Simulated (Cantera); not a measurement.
# Equilibrium for chlorosilane synthesis and conversion: SiCl4 + H2 + Cl2

Input: 1 mol SiCl4, 6.4 mol H2, 2.1 mol Cl2, at 1.10 bar.

Equilibrium computed with Cantera from the NASA thermochemical tables; the gas is ideal and each condensed phase is pure. Candidate condensed phases: Si; 19 gas species. The tables' values for SiCl3 are old estimates; treat these amounts as uncertain. Equilibrium is a limit: real reactors are often held back by kinetics, nucleation or transport.

From 825 K to 1275 K nothing is condensed. The main Si-bearing gas is SiCl4 throughout.

```tsv
T (K)	x H2	x HCl	x SiCl4	x SiHCl3	x SiCl3
825	0.452	0.442	0.105	0.000133	2.13e-7
900	0.452	0.442	0.105	0.000305	1.80e-6
975	0.452	0.443	0.105	0.000611	1.08e-5
1050	0.451	0.443	0.104	0.00110	5.01e-5
1125	0.451	0.444	0.103	0.00182	0.000187
1200	0.449	0.445	0.102	0.00279	0.000585
1275	0.447	0.448	0.0994	0.00401	0.00157
```
x: gas mole fraction; nothing condenses.
